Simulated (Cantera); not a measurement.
An isothermal, constant-pressure homogeneous reactor starts with CH4 : CO2 = 1 : 0.41 (molar parts), at 1275 K and 120 Torr. Integrator tolerance rtol = 1e-08.

Cantera simulation using GRI-Mech 3.0 (53 species, 325 reactions); the numbers are that mechanism's predictions, not measurements. GRI-Mech 3.0 stops at C3 and has no aromatics, soot or wall deposition, so with more carbon than oxygen in the feed, carbon stays in small species such as C2H2 where larger ones or solid carbon would form.

Question: What does this change do: CH4 1 to 4.4 parts?

Answer: 
| quantity | before | after |
|---|---|---|
| x(CH4) at 30.0 s | 0.661 (gas-phase equilibrium 0.146) | 0.844 (gas-phase equilibrium 0.262) |
| x(CO2) at 30.0 s | 0.281 (gas-phase equilibrium 2.77e-7) | 0.0814 (gas-phase equilibrium 1.81e-8) |
| x(H2O) at 30.0 s | 0.00237 (gas-phase equilibrium 6.43e-7) | 0.000822 (gas-phase equilibrium 1.34e-7) |
| x(H) at 30.0 s | 6.14e-8 (gas-phase equilibrium 1.27e-6) | 7.39e-8 (gas-phase equilibrium 1.30e-6) |
| x(OH) at 30.0 s | 9.54e-11 (gas-phase equilibrium <1e-12) | 2.73e-11 (gas-phase equilibrium <1e-12) |
| x(HO2) at 30.0 s | <1e-12 (gas-phase equilibrium <1e-12) | <1e-12 (gas-phase equilibrium <1e-12) |
| x(C2H) at 30.0 s | 7.12e-12 (gas-phase equilibrium 3.62e-11) | 7.98e-12 (gas-phase equilibrium 1.01e-10) |
